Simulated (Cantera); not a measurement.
An isothermal, constant-pressure homogeneous reactor starts with H2 : O2 = 0.05 : 1 (molar parts), at 1423 K and 0.00128 atm.

Cantera simulation using GRI-Mech 3.0 (53 species, 325 reactions); the numbers are that mechanism's predictions, not measurements. Radical loss at walls, strong at low pressure, is not modelled. The temperature is held fixed by assumption; the heat of reaction is taken as removed at once.

x: mole fraction; the columns are a selection and need not sum to one.

| t (s) | x H2 | x O2 | x HO2 | x H2O | x H |
|---|---|---|---|---|---|
| 0.000400 | 0.0476 | 0.952 | ___ | 9.31e-9 | 3.20e-8 |
| 0.00108 | 0.0476 | 0.952 | ___ | 1.27e-7 | 9.19e-8 |
| 0.00290 | 0.0476 | 0.952 | ___ | 2.90e-6 | 9.14e-7 |
| 0.00780 | 0.0460 | 0.951 | ___ | 0.00113 | 0.000305 |
| 0.0210 | 0.000832 | 0.911 | 1.68e-7 | 0.0411 | 0.00527 |
| 0.0566 | 0.000773 | 0.911 | 1.66e-7 | 0.0413 | 0.00515 |
| 0.152 | 0.000766 | 0.911 | 1.66e-7 | 0.0414 | 0.00508 |
| 0.410 | 0.000748 | 0.912 | 1.65e-7 | 0.0415 | 0.00489 |
| 1.10 | 0.000702 | 0.915 | 1.61e-7 | 0.0420 | 0.00440 |
| 2.97 | 0.000595 | 0.921 | 1.53e-7 | 0.0430 | 0.00336 |
| 8.00 | 0.000394 | 0.932 | ___ | 0.0448 | 0.00175 |

Question: Some entries are withheld; supply them.

Answer: 
- 0.000400, x HO2: 5.65e-8
- 0.00108, x HO2: 1.52e-7
- 0.00290, x HO2: 4.08e-7
- 0.00780, x HO2: 6.89e-7
- 8.00, x HO2: 1.30e-7
